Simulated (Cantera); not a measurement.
A perfectly stirred reactor is fed with 5.45 % CH₄, 19.8 % O₂, 74.7 % N₂, equivalence ratio 0.55, at 1.00 bar; it is adiabatic with a 700 K inlet, and is followed from long to short residence time, starting on the burning branch (τ in s: 0.056, 0.021, 0.0078, 0.0029, 0.0011, 0.00041, 0.00015, 5.7e-05, 2.1e-05).

Cantera simulation using GRI-Mech 3.0 (53 species, 325 reactions); the numbers are that mechanism's predictions, not measurements.

Problem. Predict: blow-out, bracketed by the residence times tried; x(CH₄) at τ = 56.0 ms; x(O₂) at τ = 56.0 ms; x(HO₂) at τ = 56.0 ms; x(CH₃) at τ = 56.0 ms; x(CH₄) at τ = 1.10 ms; x(O₂) at τ = 1.10 ms; x(HO₂) at τ = 1.10 ms; x(CH₂CO) at τ = 1.10 ms; x(CH₃) at τ = 1.10 ms.

Solution. blow-out, bracketed by the residence times tried: burning at 0.150 ms, out at 57.0 µs
x(CH₄) at τ = 56.0 ms: 1.04e-5
x(O₂) at τ = 56.0 ms: 0.0891
x(HO₂) at τ = 56.0 ms: 1.72e-6
x(CH₃) at τ = 56.0 ms: 2.61e-6
x(CH₄) at τ = 1.10 ms: 0.000139
x(O₂) at τ = 1.10 ms: 0.0904
x(HO₂) at τ = 1.10 ms: 1.35e-5
x(CH₂CO) at τ = 1.10 ms: 2.54e-8
x(CH₃) at τ = 1.10 ms: 2.42e-5
